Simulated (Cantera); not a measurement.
A closed system holds: 1 mol SiH2Cl2, a varied amount of N2, 0.53 mol H2, equilibrated at 1348 K and 1100 Pa.

These are equilibrium values from Cantera (NASA tables, ideal gas, pure condensed phases), not measurements of a reactor. Candidate condensed phases: NH4Cl, Si, Si3N4; 28 gas species. N2 is the only nitrogen source here; it is nearly inert below about 1500 K, so the nitride shown seldom forms there in practice. The numbers say what is thermodynamically allowed, not how fast it happens.

Q: What share of the Si ends up in condensed phases as a function of n(N2) (mol), at 5.2, 6, 7, 8.2, 9.6, 11, 13, 15, 18, 21, 24?

A: 
```csv
n(N2) (mol),Si condensed (%),as
5.2,87.9,Si3N4(s)
6,88.3,Si3N4(s)
7,88.8,Si3N4(s)
8.2,89.3,Si3N4(s)
9.6,89.8,Si3N4(s)
11,90.1,Si3N4(s)
13,90.6,Si3N4(s)
15,90.9,Si3N4(s)
18,91.3,Si3N4(s)
21,91.6,Si3N4(s)
24,91.9,Si3N4(s)
```
